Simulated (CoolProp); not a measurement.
Values from CoolProp's reference Helmholtz-energy equation of state, Lemmon 2006. It is a short technical equation, of lower accuracy than the large ones.

Question: For carbonyl sulfide, give the phase and the density (kg/m³), cp (kJ/(kg K)), Joule-Thomson coefficient (K/MPa) at 5.15 °C and 0.794 MPa; 40.75 °C and 0.794 MPa.

Answer: 
- 5.15 °C and 0.794 MPa: liquid; density 1050, cp 1.29, Joule-Thomson coefficient -0.214
- 40.75 °C and 0.794 MPa: gas; density 19.9, cp 0.787, Joule-Thomson coefficient 18.6
